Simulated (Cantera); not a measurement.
A freely propagating, adiabatic, planar premixed flame of H2 : O2 : N2 = 1 : 0.617 : 2.32 (molar parts), equivalence ratio 0.81, unburnt at 473 K and 500000 Pa; mixture-averaged transport, grid criteria slope 0.08 and curve 0.16, no radiation.

Cantera simulation using the H2/O2 subset of GRI-Mech 3.0, which has no nitrogen chemistry; the numbers are that mechanism's predictions, not measurements. The hydrogen kinetics of GRI-Mech 3.0 are dated; newer H2 mechanisms differ, most at raised pressure. Burning velocities carry a grid error of a few per cent, more on coarse grids.

Task: What does this change do: inlet temperature 473 to 548 K?

Result: 
| quantity | before | after |
|---|---|---|
| laminar burning velocity | 293 cm/s | 415 cm/s |
| thermal thickness | 0.0551 mm | 0.0563 mm |
| peak x(OH) | 0.0136 | 0.0152 |
| peak x(H2O2) | 0.000124 | 9.77e-5 |
| peak x(HO2) | 0.000979 | 0.000942 |
| peak x(O) | 0.00672 | 0.00796 |

Task: What does this change do: inlet temperature 473 to 550 K?

Result: 
```json
[
 {"quantity": "laminar burning velocity", "before": "293 cm/s", "after": "419 cm/s"},
 {"quantity": "thermal thickness", "before": "0.0551 mm", "after": "0.0564 mm"},
 {"quantity": "peak x(OH)", "before": "0.0136", "after": "0.0152"},
 {"quantity": "peak x(H2O2)", "before": "0.000124", "after": "9.71e-5"},
 {"quantity": "peak x(HO2)", "before": "0.000979", "after": "0.000941"},
 {"quantity": "peak x(O)", "before": "0.00672", "after": "0.00800"}
]
```
